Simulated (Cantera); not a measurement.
A perfectly stirred reactor is fed with N2O = 1 (molar parts), at 900 Torr; it is held at 1400 K, and followed from long to short residence time.

Model: GRI-Mech 3.0 (53 species, 325 reactions), integrated in Cantera. GRI-Mech 3.0 was tuned for natural gas; its chemistry of N2O as a main component is partial and can be far from experiment. The temperature is held fixed by assumption; the heat of reaction is taken as removed at once.

Task: What does this change do: temperature 1400 to 1350 K?

Result: 
```json
[
 {"quantity": "x(N2O) at τ = 0.880 s", "before": "0.0606", "after": "0.111"},
 {"quantity": "x(O2) at τ = 0.880 s", "before": "0.283", "after": "0.267"},
 {"quantity": "x(NO) at τ = 0.880 s", "before": "0.0600", "after": "0.0583"},
 {"quantity": "x(O) at τ = 0.880 s", "before": "7.80e-6", "after": "5.44e-6"},
 {"quantity": "x(N2) at τ = 0.880 s", "before": "0.596", "after": "0.563"},
 {"quantity": "x(N2O) at τ = 53.0 ms", "before": "0.445", "after": "0.613"},
 {"quantity": "x(O2) at τ = 53.0 ms", "before": "0.153", "after": "0.109"},
 {"quantity": "x(NO) at τ = 53.0 ms", "before": "0.0627", "after": "0.0404"},
 {"quantity": "x(O) at τ = 53.0 ms", "before": "1.84e-5", "after": "1.13e-5"},
 {"quantity": "x(N2) at τ = 53.0 ms", "before": "0.338", "after": "0.238"}
]
```
The mechanism lacks the step 2 NO + O2 → 2 NO2, which can matter for NO2 below about 1400 K.
